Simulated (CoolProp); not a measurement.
Values from CoolProp's reference Helmholtz-energy equation of state, Lemmon 2003. It is a pseudo-pure fit of the blend.

Task: For R410A, give the phase and the density (kg/m³), cv (kJ/(kg K)), isothermal compressibility (1/MPa) at 111.55 °C and 36.8 MPa.

Result: 
- 111.55 °C and 36.8 MPa: supercritical; density 991, cv 0.979, isothermal compressibility 0.00591
